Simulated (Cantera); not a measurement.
**Adiabatic ignition**

An adiabatic, constant-pressure homogeneous reactor starts with CH₃OH : O₂ : N₂ = 1 : 1.07 : 4.03 (molar parts), equivalence ratio 1.4, at 1775 K and 5.00 bar.

Computed with Cantera and GRI-Mech 3.0 (53 species, 325 reactions). GRI-Mech 3.0 was tuned for natural gas; its chemistry of methanol as a main component is partial and can be far from experiment.

```
t (s)     T (K)  x CH₃OH     x O₂    x H₂O₂   x C₂H₂    x HCO     x NO₂     x H₂
--------  -----  -------  -------  --------  -------  -------  --------  -------
1.00e-6    1776    0.161    0.173   7.69e-5  2.19e-8  1.35e-6  1.11e-12  0.00103
3.39e-6    1818    0.133    0.158  0.000793  1.25e-7  5.59e-5  1.05e-10   0.0112
1.15e-5    2737   <1e-12   0.0106   5.73e-7   <1e-12  8.36e-7   2.70e-8   0.0547
3.89e-5    2951   <1e-12  0.00559   5.68e-7   <1e-12  4.86e-7   1.83e-7   0.0495
0.000132   2950   <1e-12  0.00515   5.44e-7   <1e-12  4.81e-7   5.90e-7   0.0500
0.000447   2943   <1e-12  0.00474   5.15e-7   <1e-12  4.79e-7   1.07e-6   0.0507
0.00152    2942   <1e-12  0.00469   5.11e-7   <1e-12  4.79e-7   1.12e-6   0.0508
0.00514    2942   <1e-12  0.00469   5.11e-7   <1e-12  4.79e-7   1.12e-6   0.0508
0.0174     2942   <1e-12  0.00469   5.11e-7   <1e-12  4.79e-7   1.12e-6   0.0508
0.0590     2942   <1e-12  0.00469   5.11e-7   <1e-12  4.79e-7   1.12e-6   0.0508
0.200      2942   <1e-12  0.00469   5.11e-7   <1e-12  4.79e-7   1.12e-6   0.0508
```
x: mole fraction; the columns are a selection and need not sum to one.

The time of steepest temperature rise is 5.99 µs and the temperature at 0.200 s comes out as 2942 K. The equilibrium temperature is 2942 K and the x(CH₃OH) at 0.200 s comes out as <1e-12 (gas-phase equilibrium <1e-12). The x(O₂) at 0.200 s is 0.00469 (gas-phase equilibrium 0.00469) and the x(H₂O₂) at 0.200 s is 5.11e-7 (gas-phase equilibrium 5.11e-7).
